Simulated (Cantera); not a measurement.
Feed: 1 mol Cu2O, 3.2 mol C, 2.3 mol N2, held at 133 Pa.

Method: chemical equilibrium by Gibbs-energy minimisation in Cantera with the NASA 1993 tables (ideal gas, pure condensed phases). Candidate condensed phases: C, Cu, CuO, Cu2O; 27 gas species. Rates play no part.

Problem. Which condensed phases are stable at each of these points (T (K)): 925, 1000, 1075, 1150, 1225, 1300, 1375, 1450?

Solution. 
```tsv
T (K)	condensed phases	Cu condensed (%)
925	C(graphite) + Cu(s)	100.0
1000	C(graphite) + Cu(s)	100.0
1075	C(graphite) + Cu(s)	100.0
1150	C(graphite) + Cu(s)	100.0
1225	C(graphite) + Cu(s)	100.0
1300	C(graphite) + Cu(s)	100.0
1375	C(graphite) + Cu(l)	99.9
1450	C(graphite) + Cu(l)	99.6
```

From 925 K to 1300 K the condensed part is C(graphite) + Cu(s). From 1375 K to 1450 K the condensed part is C(graphite) + Cu(l).
